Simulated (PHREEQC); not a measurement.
## Brine: an equilibrium model

A solution holds 0.26 mol CaCl2, 0.14 mol BaCl2 and 0.0034 mol MgCl2 per kg of water, at 50 °C and 100 atm. Closed to the air; pH follows from the charge balance.

All values are PHREEQC results (ion-association model, phreeqc.dat), not measurements.

Each row changes one thing in this solution. Precipitation was switched off in this run.

| case | MgOH+ (mol/kgw) | CaOH+ (mol/kgw) | BaOH+ (mol/kgw) |
|---|---|---|---|
| as made | 1.23e-7 | 3.59e-8 | 3.90e-9 |
| CaCl2 from 0.26 to 0.026 mol/kgw | [?] | 4.57e-9 | 4.51e-9 |
| MgCl2 from 0.0034 to 0.0068 mol/kgw | [?] | 3.19e-8 | 3.47e-9 |
| diluted 10-fold with water | [?] | 7.61e-9 | 7.83e-10 |
| diluted 2-fold with water | [?] | 2.32e-8 | 2.30e-9 |

Question: What belongs in the gaps?

Answer: 
- CaCl2 from 0.26 to 0.026 mol/kgw, MgOH+ (mol/kgw): 1.19e-7
- MgCl2 from 0.0034 to 0.0068 mol/kgw, MgOH+ (mol/kgw): 2.19e-7
- diluted 10-fold with water, MgOH+ (mol/kgw): 1.75e-8
- diluted 2-fold with water, MgOH+ (mol/kgw): 6.25e-8

The ionic strength passes 0.7 mol/kgw, the rough limit of the ion-association models, in as made; MgCl2 from 0.0034 to 0.0068 mol/kgw. Under pressure, the constants of complexes without a molar volume in the database are unreliable. At this temperature some constants are extrapolated from 25 °C, and those without enthalpy data are left unchanged.
